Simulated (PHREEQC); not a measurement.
# Ultrapure water in contact with air or piping: an equilibrium model

Model water analysis in mg/kgw, 15 °C, pH 6.63, pe 9: Na 0.124; K 0.0373; Ca 0.396; Mg 0.0691; Cl 0.63; S(6) as SO4 0.0346; Alkalinity as HCO3 0.784; Pb 0.00207; F 0.0122; Cu(2) 0.0552.

Valence states are taken as typed.

Equilibrium calculation in PHREEQC: ion-association model, wateq4f.dat.

No solid was allowed to form.

### Question
Predict the charge-balance error.

### Answer
charge-balance error 2.4 %.

### Question
In which forms is C present?

### Answer
HCO3- 62 %, CO2 38 % of the C.

Species that the database lacks are ignored. The database's constant for dissolved Cu(OH)2 is higher than later reviews accept.
